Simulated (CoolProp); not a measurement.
A closed Brayton cycle with carbon dioxide: compressor inlet 323.15 K and 9.7 MPa, high pressure 19.3 MPa, turbine inlet 780 K, compressor efficiency 0.89, turbine efficiency 0.85, recuperator effectiveness 0.8 (on enthalpy, no pinch check). Each further row changes one setting.

The numbers come from the reference Helmholtz-energy equation of state, Span 1996 in CoolProp.

| case | thermal efficiency (%) | net work (kJ/kg) | compressor to turbine work | compressor exit (K) | turbine exit (K) |
|---|---|---|---|---|---|
| as stated | 23.4 | 56.8 | 0.31 | 368.4 | 703.3 |
| turbine inlet 730 K | 22.5 | 50.8 | 0.33 | 368.4 | 656.0 |
| compressor inlet 333.15 K | 22.8 | 50.6 | 0.38 | 387.6 | 703.3 |
| high pressure 16.4 MPa | 20.4 | 45.1 | 0.29 | 357.6 | 721.2 |
| recuperator effectiveness 0.5 | 15.6 | 56.8 | 0.31 | 368.4 | 703.3 |
